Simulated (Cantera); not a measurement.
Input: 1 mol SiF4, 0.22 mol NH3, held at 47.0 Pa.

Cantera equilibrium calculation (NASA polynomials, part measured and part estimated; ideal gas, pure solids and liquids). Candidate condensed phases: Si, Si3N4; 37 gas species. The tables' values for SiF3, SiF2 are old estimates; treat these amounts as uncertain. Kinetics and transport are ignored. All values below are at 1248 K.

Base state: SiF4 0.682, H2 0.223, N2 0.0761, HF 0.00968, SiF3 0.00860, SiHF3 0.000869, SiF2 0.000105, H 1.02e-5 (mole fractions); condensed: gas only.

Task: What changes in the equilibrium state with this change: pressure from 47.0 Pa to 220 Pa?

Result: 
```csv
species,before,after
SiF4,0.682,0.686
H2,0.223,0.224
N2,0.0761,0.0762
SiF3,0.00860,0.00560
HF,0.00968,0.00693
SiF2,0.000105,4.43e-5
H,1.02e-5,4.72e-6
SiHF3,0.000869,0.00123
```

Task: What changes in the equilibrium state with this change: pressure from 47.0 Pa to 1330 Pa?

Result: 
```tsv
species	before	after
SiF4	0.682	0.688
H2	0.223	0.225
N2	0.0761	0.0763
SiF3	0.00860	0.00320
HF	0.00968	0.00496
SiF2	0.000105	1.44e-5
H	1.02e-5	1.92e-6
```
